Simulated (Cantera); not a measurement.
Standard-state values (1 bar) from the NASA 1993 polynomials, evaluated with Cantera. Values are per mole of reaction as written; species without (g) are pure solids or liquids, kept so even where they would boil at 1 bar. TaC: taken at fixed stoichiometry.

4 O3(g) + 6 TaC + 12 H(g) ⇌ 6 TaO2(g) + 3 C2H4(g), with ΔH° = -3366.5 kJ and ΔS° = -248.8 J/K at 300 K.

How far is the shortcut ΔG° ≈ ΔH°(300 K) − T·ΔS°(300 K) from the full temperature-dependent value at 1950, 2050, 2150, 2250, 2350 K?


| T (K) | shortcut (kJ) | full (kJ) | difference (kJ) | difference in log10 K |
|---|---|---|---|---|
| 1950 | -2881.4 | -2482.0 | -399.4 | 10.70 |
| 2050 | -2856.5 | -2421.7 | -434.8 | 11.08 |
| 2150 | -2831.6 | -2360.4 | -471.2 | 11.45 |
| 2250 | -2806.7 | -2298.3 | -508.4 | 11.80 |
| 2350 | -2781.9 | -2235.3 | -546.6 | 12.15 |
The shortcut ignores the heat-capacity change of the reaction.
